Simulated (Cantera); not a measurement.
A closed system holds: 1 mol FeCl₃, 1.5 mol H₂O, 440 mol N₂, held at 1375 K and 13300 Pa.

Method: chemical equilibrium by Gibbs-energy minimisation in Cantera with the NASA 1993 tables (ideal gas, pure condensed phases). Candidate condensed phases: Fe, FeCl₂, FeCl₃, FeO, Fe(OH)₂, Fe(OH)₃, Fe₂O₃, Fe₃O₄, H₂O, NH₄Cl; 37 gas species. Kinetics and transport are ignored.

Base state: N₂ 0.993, HCl 0.00501, H₂O 0.000881, FeCl₂ 0.000774, O₂ 0.000255, Cl 0.000181, NO 2.46e-5 (mole fractions); condensed: Fe₃O₄(s).

What changes in the equilibrium state with this change: temperature from 1375 K to 1098.15 K?


```tsv
species	before	after
N₂	0.993	0.993
HCl	0.00501	0.00628
H₂O	0.000881	0.000248
FeCl₂	0.000774	0.000153
NO	2.46e-5	7.38e-7
O₂	0.000255	1.30e-5
Fe₃O₄(s), mol	0.218	0
Fe₂O₃(s), mol	0	0.459
```
